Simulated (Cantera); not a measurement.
Input (Python, Cantera):

```python
import numpy as np
import cantera as ct

gas = ct.Solution("gri30.yaml")
gas.TPX = 1650, 110, {'CH4': 1, 'H2': 18}
reactor = ct.IdealGasConstPressureReactor(gas, energy="off", clone=False)
net = ct.ReactorNet([reactor])
net.rtol, net.atol = 1e-08, 1e-18
show = ['CH4', 'H2', 'C2H4', 'C2H2', 'C2H6', 'CH2']
times = np.geomspace(0.0001, 5, 12)

steps = ct.SolutionArray(gas, extra=["t"])
rows = []
print(f"{'t/s':>10s}{'T/K':>9s}{'P/Pa':>11s}" + "".join(f"{s:>11s}" for s in show))
for t in times:
    while net.time < t:
        t_next = net.step()
        steps.append(gas.state, t=t_next)
    rows.append([np.interp(t, steps.t, y) for y in (steps.T, steps.P, *steps(*show).X.T)])
    print(f"{t:10.3e}{rows[-1][0]:9.1f}{rows[-1][1]:11.4g}" + "".join(f"{x:11.3e}" for x in rows[-1][2:]))
rate = np.gradient(steps.T, steps.t)
print("integrator steps:", len(steps.t))
if steps.T.max() > steps.T[0] + 200:
    print(f"time of steepest temperature rise: {steps.t[rate.argmax()]:.4e} s")
gas.TPX = 1650, 110, {'CH4': 1, 'H2': 18}
gas.equilibrate("TP")
print(f"equilibrium (TP): T = {gas.T:.1f} K  " + "  ".join(f"{s} {gas[s].X[0]:.3e}" for s in show))
```

It prints:

```
       t/s      T/K       P/Pa        CH4         H2       C2H4       C2H2       C2H6        CH2
 1.000e-04   1650.0        110  5.263e-02  9.474e-01  6.702e-17  2.681e-21  2.719e-17  6.859e-16
 2.674e-04   1650.0        110  5.263e-02  9.474e-01  2.045e-15  1.900e-19  7.184e-16  6.427e-15
 7.151e-04   1650.0        110  5.263e-02  9.474e-01  7.482e-14  1.836e-17  2.054e-14  6.847e-14
 1.912e-03   1650.0        110  5.263e-02  9.474e-01  2.299e-12  1.590e-15  5.392e-13  7.537e-13
 5.113e-03   1650.0        110  5.263e-02  9.474e-01  5.576e-11  1.101e-13  1.155e-11  7.280e-12
 1.367e-02   1650.0        110  5.262e-02  9.474e-01  1.167e-09  6.537e-12  1.988e-10  5.973e-11
 3.657e-02   1650.0        110  5.261e-02  9.473e-01  2.286e-08  3.761e-10  2.618e-09  4.490e-10
 9.778e-02   1650.0        110  5.257e-02  9.473e-01  4.263e-07  2.296e-08  2.500e-08  3.243e-09
 2.615e-01   1650.0        110  5.244e-02  9.472e-01  7.045e-06  1.542e-06  1.826e-07  2.285e-08
 6.992e-01   1650.0        110  5.184e-02  9.472e-01  7.059e-05  9.112e-05  1.035e-06  1.550e-07
 1.870e+00   1650.0        110  4.690e-02  9.490e-01  1.844e-04  2.090e-03  2.821e-06  6.520e-07
 5.000e+00   1650.0        110  3.115e-02  9.571e-01  1.042e-04  9.713e-03  1.679e-06  7.199e-07
integrator steps: 457
equilibrium (TP): T = 1650.0 K  CH4 3.249e-05  H2 9.723e-01  C2H4 1.925e-06  C2H2 2.495e-02  C2H6 6.298e-12  CH2 5.072e-09
```

Computed with Cantera and GRI-Mech 3.0 (53 species, 325 reactions). GRI-Mech 3.0 stops at C3 and has no aromatics, soot or wall deposition, so with more carbon than oxygen in the feed, carbon stays in small species such as C2H2 where larger ones or solid carbon would form. Radical loss at walls, strong at low pressure, is not modelled.
